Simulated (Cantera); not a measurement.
Equilibrium for thermal oxidation and active oxidation of silicon: Si + N2O + H2

A closed system holds: 1 mol Si, 0.28 mol N2O, 220 mol H2, at 998.15 K and 1.50 Pa.

These are equilibrium values from Cantera (NASA tables, ideal gas, pure condensed phases), not measurements of a reactor. Candidate condensed phases: H2O, Si, SiO2, Si2N2O, Si3N4; 35 gas species. Rates play no part.

```json
{
 "x(H2)": "1.000",
 "n(Si(s))": "0.440 mol",
 "n(Si2N2O(s))": "0.280 mol",
 "gas_amount": "220.0 mol"
}
```
